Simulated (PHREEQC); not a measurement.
Dissolve 48 mmol/kgw HF, 0.64 mmol/kgw H2SiF6 and 4 mmol/kgw H3AsO4 at 25 °C. Closed to the air; pH follows from the charge balance.

The numbers come from PHREEQC with the ion-association model, wateq4f.dat.

Task: The ionic strength comes out as 0.00811 mol/kgw. What activity coefficients do SiF6-2, F-, HF2-, H2AsO4-, H+ get?

Result: SiF6-2 0.69, F- 0.91, HF2- 0.91, H2AsO4- 0.91, H+ 0.92.

No solid was allowed to form. wateq4f.dat counts part of the HF as a dimer, H2F2, which phreeqc.dat doesn't know; its constant is uncertain. SiF6-2 is the database's only silicon fluoride.
